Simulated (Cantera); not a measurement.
A closed system holds: 1 mol CH3Cl, 0.61 mol HCl, 0.13 mol H2, held at 0.0975 Torr.

Method: chemical equilibrium by Gibbs-energy minimisation in Cantera with the NASA 1993 tables (ideal gas, pure condensed phases). Candidate condensed phases: C, C6H6, C7H8, C8H18; 91 gas species. Rates play no part.

### Question
At 2800 K, list the 7 most abundant gas species with their mole fractions, and the condensed phases.

### Answer
H 0.639, Cl 0.270, C3 0.0417, C 0.0282, H2 0.00793, C2 0.00733, HCl 0.00485. Condensed: gas only.
